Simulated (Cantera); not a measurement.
A closed system holds: 1 mol trisilylamine, 1.6 mol N₂.

Cantera equilibrium calculation (NASA polynomials, part measured and part estimated; ideal gas, pure solids and liquids). Candidate condensed phases: Si, Si₃N₄; 18 gas species. The feed counts by its element totals alone. Mutual solubility and eutectic melting of coexisting phases are not modelled. Rates play no part.

Q: What condenses at these points (T in °C, P in Pa): (1400, 410); (1400, 5); (800, 1200); (1500, 100000); (1200, 3700); (1400, 45)?

A: 
```
T (°C)  P in Pa  condensed phases  Si condensed (%)
------  -------  ----------------  ----------------
1400        410        Si + Si₃N₄             100.0
1400          5                Si              98.1
800        1200             Si₃N₄             100.0
1500     100000             Si₃N₄             100.0
1200       3700             Si₃N₄             100.0
1400         45                Si              99.8
```
